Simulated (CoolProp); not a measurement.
Vapour-liquid equilibrium of R125 (1) + fluoroethane (R161) (2) at 951 kPa; x and y are mole fractions of (1).

Computed with CoolProp (multi-fluid Helmholtz-energy mixture model, Lemmon 2005 and Wu 2012; pair parameters Bell 2016).

```csv
x,"bubble temperature, mixture model (°C)","bubble temperature, Raoult's law (°C)","y, mixture model","y, Raoult's law"
0.05,25.4,25.1,0.064,0.073
0.15,23.8,23.4,0.194,0.209
0.25,22.1,21.8,0.321,0.333
0.35,20.2,20.2,0.439,0.446
0.45,18.4,18.7,0.545,0.551
0.55,16.7,17.3,0.640,0.647
0.65,15.2,15.9,0.726,0.736
0.75,13.9,14.6,0.805,0.819
0.85,12.8,13.4,0.881,0.895
0.95,11.9,12.2,0.959,0.966
```

The largest gap from Raoult's law is -0.7 K in bubble temperature, at x = 0.65. No azeotrope shows between x = 0.05 and 0.95.

Pair parameters are fitted to limited data, so mixtures are less certain than the pure fluids. The gap from Raoult's law changes sign with composition, which may be real or a fault of the pair parameters; it wasn't checked against measurements.
